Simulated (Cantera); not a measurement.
An isothermal, constant-pressure homogeneous reactor starts with 1.19 % H₂, 98.8 % O₂, equivalence ratio 0.0060, at 998 K and 0.825 Torr.

Cantera simulation using the H2/O2 subset of GRI-Mech 3.0, which has no nitrogen chemistry; the numbers are that mechanism's predictions, not measurements. Radical loss at walls, strong at low pressure, is not modelled.

Q: Predict: x(H₂) at 5.00 s; x(O₂) at 5.00 s; x(HO₂) at 5.00 s; x(OH) at 5.00 s; x(H₂O) at 5.00 s.

A: 
- x(H₂) at 5.00 s = 3.59e-5 (gas-phase equilibrium 3.00e-11)
- x(O₂) at 5.00 s = 0.982 (gas-phase equilibrium 0.988)
- x(HO₂) at 5.00 s = 1.79e-7 (gas-phase equilibrium 1.81e-10)
- x(OH) at 5.00 s = 0.000331 (gas-phase equilibrium 3.10e-7)
- x(H₂O) at 5.00 s = 0.0115 (gas-phase equilibrium 0.0119)
